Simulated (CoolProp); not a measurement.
Properties of octamethyltrisiloxane (MDM) along the isotherm 193.05 °C (Tc = 292.2 °C, pc = 1.438 MPa, ω = 0.528).

Values from CoolProp's reference Helmholtz-energy equation of state, Thol 2017.

| p (MPa) | phase | Z | expansivity (1/kK) | fugacity coefficient |
|---|---|---|---|---|
| 0.0114 | gas | 0.9945 | 2.190 | 0.9945 |
| 0.0233 | gas | 0.9887 | 2.239 | 0.9888 |
| 0.0479 | gas | 0.9764 | 2.346 | 0.9769 |
| 0.0984 | gas | 0.9502 | 2.595 | 0.9526 |
| 0.202 | gas | 0.8911 | 3.283 | ? |
| 0.415 | liquid | 0.04076 | 2.423 | ? |
| 0.852 | liquid | ? | 2.324 | 0.2844 |
| 1.75 | liquid | 0.1692 | 2.156 | 0.1511 |
| 3.59 | liquid | 0.3411 | 1.906 | 0.08784 |

Task: Some entries are withheld; supply them.

Result: 
- 0.202, fugacity coefficient: 0.9025
- 0.415, fugacity coefficient: 0.5593
- 0.852, Z: 0.08323
